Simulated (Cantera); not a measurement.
## Catalytic stagnation flow on Pt

A jet of CH₄ : O₂ : N₂ = 0.072 : 0.069 : 0.79 (molar parts) at 300 K and 40.5 Torr hits a platinum plate 7.2 cm away at a mass flux of 0.18 kg/m²/s; the plate temperature is set and raised in steps from an oxygen-covered start.

Cantera simulation using Deutschmann's 1995 Pt surface mechanism with GRI-Mech 3.0 gas chemistry; the numbers are that mechanism's predictions, not measurements. Catalytic surfaces can have several steady states; this one follows from the mechanism file's or the stated starting coverage.

```tsv
plate T (K)	wall x CH₄	wall x O₂	wall x H₂O	wall x OH	wall x CO	wall x CO₂	θ free Pt	θ H*	θ CO*	θ C*
950	0.0290	0.00947	0.0670	<1e-8	0.0503	6.05e-5	0.495	0.00164	0.0906	0.413
1000	0.0200	0.00635	0.0637	<1e-8	0.0595	0.000116	0.635	0.00206	0.0776	0.285
1050	0.0131	0.00423	0.0606	<1e-8	0.0663	0.000339	0.811	0.00222	0.0671	0.120
1100	0.0107	0.00354	0.0590	<1e-8	0.0683	0.000836	0.912	0.00205	0.0444	0.0415
1150	0.00994	0.00338	0.0579	<1e-8	0.0684	0.00166	0.957	0.00181	0.0263	0.0153
```
x: mole fraction at the wall; θ: surface coverage.
